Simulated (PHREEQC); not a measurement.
HCl is added in steps, without added water, to 1 kg of water holding 1.2 mmol/kgw Na2SeO4 and 0.06 mmol/kgw CaCl2, at 20 °C. Oxygen alone is held at its pressure in air (log pO2 = -0.68). CO2 from the air is kept out. Solids allowed: Portlandite, Halite. Others were left out.

Base run: PHREEQC, ion-association model, wateq4f.dat. Each further column changes one thing. The table gives HSeO4- (mol/kgw).

| HCl added (mol) | base | all activity coefficients set to 1 | Davies equation for every ion | metal-ligand complexes left out | Debye-Hückel limiting law |
|---|---|---|---|---|---|
| 0 | 3.17e-9 | ? | 3.16e-9 | 3.17e-9 | 3.11e-9 |
| 0.001484 | 4.87e-5 | ? | 4.84e-5 | 4.87e-5 | 4.70e-5 |
| 0.002672 | 8.29e-5 | ? | 8.23e-5 | 8.29e-5 | 7.96e-5 |
| 0.004156 | 0.000121 | ? | 0.000120 | 0.000121 | 0.000116 |
| 0.005344 | 0.000149 | 0.000203 | 0.000147 | 0.000149 | 0.000141 |
| 0.006828 | 0.000180 | ? | 0.000178 | 0.000180 | 0.000170 |
| 0.008016 | 0.000203 | ? | 0.000201 | 0.000203 | 0.000191 |
| 0.0095 | 0.000230 | ? | 0.000227 | 0.000230 | 0.000214 |

Fill in the missing entries.


- 0, all activity coefficients set to 1: 3.84e-9
- 0.001484, all activity coefficients set to 1: 6.40e-5
- 0.002672, all activity coefficients set to 1: 0.000111
- 0.004156, all activity coefficients set to 1: 0.000164
- 0.006828, all activity coefficients set to 1: 0.000248
- 0.008016, all activity coefficients set to 1: 0.000282
- 0.0095, all activity coefficients set to 1: 0.000320
